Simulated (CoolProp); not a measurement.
Octamethylcyclotetrasiloxane (D4) along the isotherm 593 K: Z from the reference equation and from simpler models built on Tc = 586.5 K, pc = 1.347 MPa, ω = 0.598; each cubic takes its own stable root.

Model: reference Helmholtz-energy equation of state, Thol 2015, in CoolProp.

| p (MPa) | phase | reference | van der Waals | Redlich-Kwong | Soave-Redlich-Kwong | Peng-Robinson |
|---|---|---|---|---|---|---|
| 0.748 | gas | 0.7808 | 0.8096 | 0.7879 | 0.7914 | 0.7720 |
| 1.5 | supercritical | 0.2712 | 0.3185 | 0.2874 | 0.3235 | 0.3004 |
| 2.25 | supercritical | 0.2686 | 0.3788 | (withheld) | 0.3215 | 0.2908 |
| 2.99 | supercritical | 0.3334 | 0.4661 | 0.3809 | (withheld) | 0.3475 |
| 3.74 | supercritical | 0.4002 | 0.5553 | 0.4482 | 0.4524 | 0.4072 |
| 4.49 | supercritical | 0.4663 | 0.6434 | 0.5147 | 0.5186 | 0.4665 |
| 5.24 | supercritical | 0.5316 | 0.7302 | 0.5800 | 0.5837 | (withheld) |
| 5.99 | supercritical | 0.5961 | 0.8159 | 0.6442 | 0.6478 | 0.5824 |
| 6.74 | supercritical | 0.6598 | 0.9005 | 0.7073 | 0.7109 | 0.6391 |

**Question.** Some entries are withheld; supply them.

**Answer.** 
- 2.25, Redlich-Kwong: 0.3156
- 2.99, Soave-Redlich-Kwong: 0.3856
- 5.24, Peng-Robinson: 0.5249
